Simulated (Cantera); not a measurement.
## Low-pressure radical oxidation in H2/O2

An isothermal, constant-pressure homogeneous reactor starts with H₂ : O₂ = 0.015 : 1 (molar parts), at 1425 K and 3100 Pa.

Model: the H2/O2 subset of GRI-Mech 3.0, which has no nitrogen chemistry, integrated in Cantera. Radical loss at walls, strong at low pressure, is not modelled.

```csv
t (s),x H₂,x O₂,x O,x H,x OH
0.000900,0.0126,0.983,0.00138,0.000175,0.00109
0.00260,8.37e-5,0.972,0.0124,0.000558,0.00202
0.00749,7.60e-5,0.973,0.0114,0.000493,0.00194
0.0216,6.18e-5,0.975,0.00918,0.000357,0.00175
0.0624,3.71e-5,0.979,0.00539,0.000162,0.00136
0.180,1.34e-5,0.983,0.00191,3.43e-5,0.000817
0.520,2.97e-6,0.985,0.000417,3.55e-6,0.000386
1.50,5.49e-7,0.985,7.66e-5,2.80e-7,0.000166
4.33,1.20e-7,0.985,1.68e-5,2.88e-8,7.79e-5
12.5,5.85e-8,0.985,8.17e-6,9.79e-9,5.44e-5
36.0,5.64e-8,0.985,7.87e-6,9.26e-9,5.34e-5
104,5.64e-8,0.985,7.87e-6,9.26e-9,5.34e-5
300,5.64e-8,0.985,7.87e-6,9.26e-9,5.34e-5
```
x: mole fraction; the columns are a selection and need not sum to one.

Equilibrium at this temperature and pressure: H₂ 5.64e-8, O₂ 0.985, O 7.87e-6, H 9.26e-9, OH 5.34e-5 (gas phase only).
